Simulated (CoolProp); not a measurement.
Vapour-liquid equilibrium of n-hexane (1) + cyclohexane (2) at 0.801 MPa; x and y are mole fractions of (1).

The numbers come from the multi-fluid Helmholtz-energy mixture model, Thol 2019 and Zhou 2014; pair parameters Bell 2016 in CoolProp.

### Question
Give the bubble temperature and the first vapour's composition at x = 0.5, 0.65, 0.8. Is there an azeotrope?

### Answer
x = 0.5: 433.1 K, y = 0.558; x = 0.65: 430.9 K, y = 0.698; x = 0.8: 428.8 K, y = 0.831. No azeotrope shows between x = 0.05 and 0.95.

Pair parameters are fitted to limited data, so mixtures are less certain than the pure fluids.
